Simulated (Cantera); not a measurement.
## FeS2 + H2 (hydrogen reduction and annealing atmospheres)

Charge: 1 mol FeS2, 1.1 mol H2, equilibrated at 0.133 bar.

Method: chemical equilibrium by Gibbs-energy minimisation in Cantera with the NASA 1993 tables (ideal gas, pure condensed phases). Candidate condensed phases: Fe, FeS, FeS2, S; 8 gas species. FeS: taken at fixed stoichiometry. Gases not in the tables: S3 to S7. Equilibrium is a limit: real reactors are often held back by kinetics, nucleation or transport.

| T (°C) | log p H2S | log p H2 | log p S2 | log p SH | log p S | log p H | n FeS(s) | n FeS(l) |
|---|---|---|---|---|---|---|---|---|
| 552 | -0.92 | -1.91 | -4.26 | -7.00 | -12.68 | -12.06 | 1.00 | 0 |
| 627 | -0.92 | -1.89 | -3.37 | -6.15 | -11.10 | -10.88 | 1.00 | 0 |
| 702 | -0.94 | -1.81 | -2.76 | -5.47 | -9.83 | -9.85 | 1.00 | 0 |
| 777 | -0.96 | -1.69 | -2.36 | -4.93 | -8.81 | -8.94 | 1.00 | 0 |
| 852 | -1.01 | -1.57 | -2.10 | -4.49 | -7.96 | -8.14 | 1.00 | 0 |
| 927 | -1.07 | -1.45 | -1.92 | -4.12 | -7.24 | -7.43 | 1.00 | 0 |
| 1002 | -1.14 | -1.36 | -1.78 | -3.82 | -6.62 | -6.81 | 1.00 | 0 |
| 1077 | -1.22 | -1.29 | -1.68 | -3.56 | -6.07 | -6.27 | 1.00 | 0 |
| 1152 | -1.31 | -1.23 | -1.61 | -3.35 | -5.59 | -5.78 | 1.00 | 0 |
| 1227 | -1.40 | -1.18 | -1.56 | -3.16 | -5.17 | -5.35 | 0 | 1.00 |
| 1302 | -1.50 | -1.15 | -1.52 | -3.00 | -4.79 | -4.96 | 0 | 1.00 |
| 1377 | -1.60 | -1.13 | -1.49 | -2.86 | -4.45 | -4.61 | 0 | 1.000 |
log p: log10 of the partial pressure in bar; n: condensed amount in mol.

From 552 °C to 1152 °C the condensed part is FeS(s). From 1227 °C to 1377 °C the condensed part is FeS(l).
